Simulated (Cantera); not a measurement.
Input: 1 mol C₃H₈, 1.6 mol H₂, 0.038 mol NH₃, held at 3023 K and 0.100 bar.

Cantera equilibrium calculation (NASA polynomials, part measured and part estimated; ideal gas, pure solids and liquids). Candidate condensed phases: C, C₆H₆, C₇H₈, C₈H₁₈; 92 gas species. Kinetics and transport are ignored.

Base state: H₂ 0.550, H 0.397, C₂H₂ (acetylene) 0.0366, C₂H 0.00469, C₃ 0.00398, HCN 0.00341, C₄H₂ 0.00101, HNC 0.000656 (mole fractions); condensed: C(graphite).

Q: What changes in the equilibrium state with this change: pressure from 0.100 bar to 20.0 mbar?

A: 
```json
[
 {"species": "H", "before": "0.397", "after": "0.649"},
 {"species": "H₂", "before": "0.550", "after": "0.294"},
 {"species": "C₃", "before": "0.00398", "after": "0.0199"},
 {"species": "C₂H₂ (acetylene)", "before": "0.0366", "after": "0.0195"},
 {"species": "CH₃", "before": "2.62e-5", "after": "4.57e-6"},
 {"species": "C₂", "before": "0.000406", "after": "0.00203"},
 {"species": "C", "before": "0.000630", "after": "0.00315"},
 {"species": "C(graphite), mol", "before": "2.25", "after": "1.86"}
]
```

Q: What changes in the equilibrium state with this change: NH₃ from 0.038 to 0.011 mol?

A: 
```
species             before     after
----------------  --------  --------
H₂                   0.550     0.553
H                    0.397     0.398
C₂H₂ (acetylene)    0.0366    0.0367
HCN                0.00341   0.00114
N₂                0.000490   5.42e-5
CN                0.000260   8.65e-5
HNC               0.000656  0.000219
CH₃                2.62e-5   2.64e-5
C(graphite), mol      2.25      2.27
```

Q: What changes in the equilibrium state with this change: temperature from 3023 K to 1723 K?

A: 
```
species             before     after
----------------  --------  --------
H₂                   0.550     0.996
N₂                0.000490   0.00323
H                    0.397  0.000575
C₂H₂ (acetylene)    0.0366   9.01e-5
C₂H                0.00469     <1e-9
C₃                 0.00398     <1e-9
C                 0.000630     <1e-9
C₂                0.000406     <1e-9
C₄H₂               0.00101   3.20e-9
C(graphite), mol      2.25      3.00
```
